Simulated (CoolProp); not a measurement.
Vapour pressure (MPa) of R1123: the reference equation beside estimates from Tc = 58.6 °C, pc = 4.549 MPa, ω = 0.243. Clausius-Clapeyron is anchored at -28.95 °C with a constant enthalpy of vaporisation of 16.43 kJ/mol.

Values from CoolProp's reference Helmholtz-energy equation of state, Akasaka 2020.

```json
[
 {"T (°C)": "-45.45", "reference": "0.2145", "Clausius-Clapeyron": "0.2322", "van der Waals": "0.8244", "Redlich-Kwong": "0.3363", "Soave-Redlich-Kwong": "0.2140", "Peng-Robinson": "0.2138"},
 {"T (°C)": "-39.95", "reference": "0.2709", "Clausius-Clapeyron": "0.2849", "van der Waals": "0.9318", "Redlich-Kwong": "0.4122", "Soave-Redlich-Kwong": "0.2709", "Peng-Robinson": "___"},
 {"T (°C)": "-34.45", "reference": "0.3381", "Clausius-Clapeyron": "0.3463", "van der Waals": "1.048", "Redlich-Kwong": "0.4998", "Soave-Redlich-Kwong": "___", "Peng-Robinson": "0.3366"},
 {"T (°C)": "-28.95", "reference": "0.4173", "Clausius-Clapeyron": "0.4173", "van der Waals": "1.173", "Redlich-Kwong": "0.5999", "Soave-Redlich-Kwong": "0.4188", "Peng-Robinson": "0.4154"},
 {"T (°C)": "-23.45", "reference": "0.5097", "Clausius-Clapeyron": "0.4987", "van der Waals": "1.308", "Redlich-Kwong": "0.7134", "Soave-Redlich-Kwong": "0.5126", "Peng-Robinson": "0.5076"},
 {"T (°C)": "-17.85", "reference": "0.6188", "Clausius-Clapeyron": "0.5932", "van der Waals": "1.454", "Redlich-Kwong": "0.8437", "Soave-Redlich-Kwong": "0.6235", "Peng-Robinson": "0.6166"},
 {"T (°C)": "-12.35", "reference": "0.7421", "Clausius-Clapeyron": "0.6984", "van der Waals": "1.608", "Redlich-Kwong": "0.9870", "Soave-Redlich-Kwong": "0.7490", "Peng-Robinson": "___"},
 {"T (°C)": "-6.85", "reference": "0.8829", "Clausius-Clapeyron": "0.8166", "van der Waals": "1.772", "Redlich-Kwong": "1.146", "Soave-Redlich-Kwong": "0.8926", "Peng-Robinson": "0.8813"},
 {"T (°C)": "-1.35", "reference": "1.043", "Clausius-Clapeyron": "0.9489", "van der Waals": "1.946", "Redlich-Kwong": "1.323", "Soave-Redlich-Kwong": "1.056", "Peng-Robinson": "1.042"},
 {"T (°C)": "4.15", "reference": "1.223", "Clausius-Clapeyron": "1.096", "van der Waals": "___", "Redlich-Kwong": "___", "Soave-Redlich-Kwong": "1.240", "Peng-Robinson": "1.224"},
 {"T (°C)": "9.65", "reference": "1.425", "Clausius-Clapeyron": "1.259", "van der Waals": "2.325", "Redlich-Kwong": "1.729", "Soave-Redlich-Kwong": "1.447", "Peng-Robinson": "1.428"},
 {"T (°C)": "15.15", "reference": "1.652", "Clausius-Clapeyron": "1.438", "van der Waals": "2.530", "Redlich-Kwong": "1.961", "Soave-Redlich-Kwong": "1.678", "Peng-Robinson": "1.657"}
]
```

What belongs in the gaps?


- -39.95, Peng-Robinson: 0.2698
- -34.45, Soave-Redlich-Kwong: 0.3387
- -12.35, Peng-Robinson: 0.7401
- 4.15, van der Waals: 2.130
- 4.15, Redlich-Kwong: 1.517

Absolute difference from the reference over all 12 rows, mean and median: Clausius-Clapeyron 6.6 and 6.7 %, van der Waals 142.1 and 125.8 %, Redlich-Kwong 35.9 and 34.7 %, Soave-Redlich-Kwong 0.8 and 0.8 %, Peng-Robinson 0.3 and 0.3 %.
